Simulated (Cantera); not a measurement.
What does this Cantera script print?

```python
import numpy as np
import cantera as ct

gas_names = """
    Mg MgO MgS Mg2 O O2 O3 S SO SO2 SO3 S2 S2O S8
""".split()
cond_names = """
    Mg(cr) Mg(L) MgO(s) MgO(L) MgS(s) MgSO4(s) MgSO4(L) S(cr1) S(cr2) S(L)
""".split()


# ... load() reads the species with a 1 bar reference pressure and builds the phases ...
atoms = {
    'MgO': {'Mg': 1, 'O': 1},
    'O2': {'O': 2},
    'SO2': {'S': 1, 'O': 2},
}
top_T = {'MgS(s)': 2250}  # K; cautious upper limits of use, not melting points


# ... equilibrate(T, P, feed) seeds the gas with the atoms and calls Mixture.equilibrate('TP', solver="vcs", rtol=1e-11, max_steps=5000) ...
results = []
feed = {'MgO': 1, 'O2': 0.16, 'SO2': 0.12}  # mol
P = 290000  # Pa
for T in [900, 950, 1000, 1050, 1100, 1150, 1200, 1250, 1300, 1350, 1400, 1450]:
    mix = equilibrate(T, P, feed)
    results.append((T, P, feed, dict(zip(mix.species_names, mix.species_moles))))

top = {s: max(r[3][s] / sum(r[3][g] for g in gas_names) for r in results) for s in gas_names}
cols = sorted((s for s in top if top[s] > 1e-06), key=lambda s: -top[s])[:5]
seen = [c for c in cond_names if any(r[3].get(c, 0) > 1e-12 for r in results)]
print("log10 of partial pressures in bar; condensed amounts in mol")
print(f"{'T/K':>10s}" + "".join(f"{s[:9]:>10s}" for s in cols + seen))
for T, P, feed, n in results:
    ng = sum(n[g] for g in gas_names)
    print(f"{T:10.4g}" + "".join(f"{np.log10(max(n[s] / ng * P / 1e5, 1e-99)):10.3f}" for s in cols)
          + "".join(f"{n.get(c, 0):10.4g}" for c in seen))
```

It prints:

```
log10 of partial pressures in bar; condensed amounts in mol
       T/K        O2       SO2       SO3    MgO(s)  MgSO4(s)  MgSO4(L)
       900     0.462    -7.966    -6.910      0.88      0.12         0
       950     0.462    -6.814    -6.057      0.88      0.12         0
      1000     0.462    -5.781    -5.293      0.88      0.12         0
      1050     0.462    -4.849    -4.604      0.88      0.12         0
      1100     0.462    -4.006    -3.981      0.88      0.12         0
      1150     0.462    -3.239    -3.415      0.88      0.12         0
      1200     0.462    -2.539    -2.898    0.8801    0.1199         0
      1250     0.460    -1.898    -2.426    0.8806    0.1194         0
      1300     0.453    -1.307    -1.993    0.8821    0.1179         0
      1350     0.431    -0.754    -1.595    0.8877    0.1123         0
      1400     0.348    -0.212    -1.227    0.9151         0   0.08491
      1450     0.215     0.074    -1.131         1         0         0
```

Method: chemical equilibrium by Gibbs-energy minimisation in Cantera with the NASA 1993 tables (ideal gas, pure condensed phases). Mutual solubility and eutectic melting of coexisting phases are not modelled.
